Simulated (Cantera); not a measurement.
Feed: 1 mol SiHCl3, 10 mol H2, equilibrated at 0.120 bar.

Method: chemical equilibrium by Gibbs-energy minimisation in Cantera with the NASA 1993 tables (ideal gas, pure condensed phases). Candidate condensed phases: Si; 19 gas species. The tables' values for SiCl, SiCl3 are old estimates; treat these amounts as uncertain. Gases not in the tables: Si2H6 and higher silanes. The numbers say what is thermodynamically allowed, not how fast it happens. All values below are at 1975 °C.

Base state: H2 0.779, HCl 0.143, SiCl2 0.0483, H 0.0187, Si 0.00484, SiCl 0.00279, Cl 0.00249, SiH 0.000598 (mole fractions); condensed: Si(l).

What changes in the equilibrium state with this change: H2 from 10 to 480 mol?


```
species       before    after
----------  --------  -------
H2             0.779    0.971
H             0.0187   0.0209
HCl            0.143  0.00597
SiCl2         0.0483  2.27e-5
Si           0.00484  0.00163
SiCl3       0.000288  5.06e-9
SiCl         0.00279  3.50e-5
Cl           0.00249  9.31e-5
Si(l), mol     0.300        0
```
The tables' values for SiCl are old estimates; treat these amounts as uncertain.
